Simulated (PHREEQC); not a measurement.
**Acid mine or pickling water (model solution)**

A made-up water analysis in mg/kgw, 25 °C, pH 2.6, pe 8.6:

| constituent | mg/kgw |
|---|---|
| Na | 28.2 |
| K | 58.4 |
| Ca | 180 |
| Mg | 23.6 |
| Cl | 185 |
| S(6) as SO4 | 642 |
| Zn | 22.7 |

Valence states are taken as typed.

The numbers come from PHREEQC with the ion-association model, phreeqc.dat.

Precipitation was switched off in this run.

Q: Estimate the ionic strength, charge-balance error.

A: ionic strength 0.0241 mol/kgw; charge-balance error -2.2 %.

Q: In which forms is Zn present?

A: Zn+2 74 %, ZnSO4 25 %, Zn(SO4)2-2 1.0 %, ZnCl+ 0.6 % of the Zn.
